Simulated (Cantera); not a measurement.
Mixture: H₂ : O₂ : N₂ = 1 : 0.385 : 1.45 (molar parts), equivalence ratio 1.3, at 760 Torr, adiabatic and at constant pressure. Ignition delay is the time to a rise of 400 K.

Computed with Cantera and GRI-Mech 3.0 (53 species, 325 reactions). Where the delays flatten at high temperature, the 400 K rule measures the pace of heat release, not the induction time.

Task: Predict: delay at 1450 K; delay at 1525 K; delay at 1600 K; delay at 1675 K; delay at 1750 K.

Result: 
```
Item              Result
---------------  -------
delay at 1450 K  19.4 µs
delay at 1525 K  17.0 µs
delay at 1600 K  15.6 µs
delay at 1675 K  15.0 µs
delay at 1750 K  14.9 µs
```
